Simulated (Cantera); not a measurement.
A perfectly stirred reactor is fed with 12.0 % CH₄, 16.0 % O₂, 72.0 % N₂, at 1.00 bar; it is adiabatic with a 600 K inlet, and is followed from long to short residence time, starting on the burning branch (τ in s: 0.084, 0.044, 0.023, 0.012, 0.0066, 0.0035, 0.0018, 0.00097, 0.00052, 0.00027, 0.00014, 7.7e-05, 4.1e-05).

Computed with Cantera and GRI-Mech 3.0 (53 species, 325 reactions).

Q: Predict: blow-out, bracketed by the residence times tried; x(CH₄) at τ = 84.0 ms; x(O₂) at τ = 84.0 ms; x(OH) at τ = 84.0 ms; x(C₂H) at τ = 84.0 ms; x(CH₂O) at τ = 84.0 ms; x(CH₄) at τ = 1.80 ms; x(O₂) at τ = 1.80 ms; x(OH) at τ = 1.80 ms; x(C₂H) at τ = 1.80 ms; x(CH₂O) at τ = 1.80 ms.

A: blow-out, bracketed by the residence times tried: burning at 0.970 ms, out at 0.520 ms
x(CH₄) at τ = 84.0 ms: 0.000914
x(O₂) at τ = 84.0 ms: 0.000217
x(OH) at τ = 84.0 ms: 0.000126
x(C₂H) at τ = 84.0 ms: 5.12e-8
x(CH₂O) at τ = 84.0 ms: 4.55e-6
x(CH₄) at τ = 1.80 ms: 0.00327
x(O₂) at τ = 1.80 ms: 0.00411
x(OH) at τ = 1.80 ms: 0.000330
x(C₂H) at τ = 1.80 ms: 6.35e-7
x(CH₂O) at τ = 1.80 ms: 5.94e-5
